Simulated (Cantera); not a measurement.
A closed system holds: 1 mol CH3Cl, 1.5 mol H2, equilibrated at 3.60 Torr.

These are equilibrium values from Cantera (NASA tables, ideal gas, pure condensed phases), not measurements of a reactor. Candidate condensed phases: C, C6H6, C7H8, C8H18; 103 gas species. Ions and electrons are included (thermal ionisation). Equilibrium is a limit: real reactors are often held back by kinetics, nucleation or transport. All values below are at 3500 K.

Base state: H 0.764, Cl 0.128, C 0.0754, C3 0.0110, C2 0.0101, H2 0.00803, HCl 0.00204, C2H 0.000767 (mole fractions); condensed: gas only.

Problem. What changes in the equilibrium state with this change: pressure from 3.60 Torr to 0.195 Torr?

Solution. 
```csv
species,before,after
H,0.764,0.751
Cl,0.128,0.125
C,0.0754,0.122
C3,0.0110,0.000137
C2,0.0101,0.00144
C5,1.09e-5,1.04e-9
C2H2 (acetylene),2.56e-5,1.03e-8
C4,1.56e-5,1.70e-8
C2H,0.000767,5.78e-6
```

Problem. What changes in the equilibrium state with this change: pressure from 3.60 Torr to 1.00 Torr?

Solution. 
```csv
species,before,after
H,0.764,0.755
Cl,0.128,0.126
C,0.0754,0.108
C3,0.0110,0.00247
C2,0.0101,0.00572
C5,1.09e-5,3.85e-7
C2H2 (acetylene),2.56e-5,1.09e-6
C4,1.56e-5,1.39e-6
```
